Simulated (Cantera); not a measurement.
An adiabatic, constant-volume homogeneous reactor starts with CH4 : CO : O2 : N2 : H2O = 1 : 0.58 : 5.72 : 21.5 : 3.5 (molar parts), at 1223 K and 1050 Torr. Integrator tolerance rtol = 1e-08.

Model: GRI-Mech 3.0 (53 species, 325 reactions), integrated in Cantera.

Question: What does this change do: constant pressure in place of constant volume?

Answer: 
| quantity | before | after |
|---|---|---|
| time of steepest temperature rise | 17.0 ms | 17.4 ms |
| temperature at 4.00 s | 2155 K | 1985 K |
| equilibrium temperature | 2155 K | 1982 K |
| x(CH4) at 4.00 s | <1e-12 (gas-phase equilibrium <1e-12) | <1e-12 (gas-phase equilibrium <1e-12) |
| x(CO) at 4.00 s | 0.000430 (gas-phase equilibrium 0.000430) | 0.000150 (gas-phase equilibrium 0.000147) |
| x(O2) at 4.00 s | 0.103 (gas-phase equilibrium 0.103) | 0.105 (gas-phase equilibrium 0.104) |
| x(H2O2) at 4.00 s | 2.54e-7 (gas-phase equilibrium 2.54e-7) | 1.15e-7 (gas-phase equilibrium 1.14e-7) |
| x(H2) at 4.00 s | 0.000291 (gas-phase equilibrium 0.000291) | 0.000115 (gas-phase equilibrium 0.000113) |
| x(C2H) at 4.00 s | <1e-12 (gas-phase equilibrium <1e-12) | <1e-12 (gas-phase equilibrium <1e-12) |

Question: What does this change do: pressure from 1050 Torr to 3750 Torr?

Answer: 
| quantity | before | after |
|---|---|---|
| time of steepest temperature rise | 17.0 ms | 5.60 ms |
| temperature at 4.00 s | 2155 K | 2163 K |
| equilibrium temperature | 2155 K | 2163 K |
| x(CH4) at 4.00 s | <1e-12 (gas-phase equilibrium <1e-12) | <1e-12 (gas-phase equilibrium <1e-12) |
| x(CO) at 4.00 s | 0.000430 (gas-phase equilibrium 0.000430) | 0.000242 (gas-phase equilibrium 0.000242) |
| x(O2) at 4.00 s | 0.103 (gas-phase equilibrium 0.103) | 0.103 (gas-phase equilibrium 0.103) |
| x(H2O2) at 4.00 s | 2.54e-7 (gas-phase equilibrium 2.54e-7) | 4.95e-7 (gas-phase equilibrium 4.95e-7) |
| x(H2) at 4.00 s | 0.000291 (gas-phase equilibrium 0.000291) | 0.000163 (gas-phase equilibrium 0.000163) |
| x(C2H) at 4.00 s | <1e-12 (gas-phase equilibrium <1e-12) | <1e-12 (gas-phase equilibrium <1e-12) |
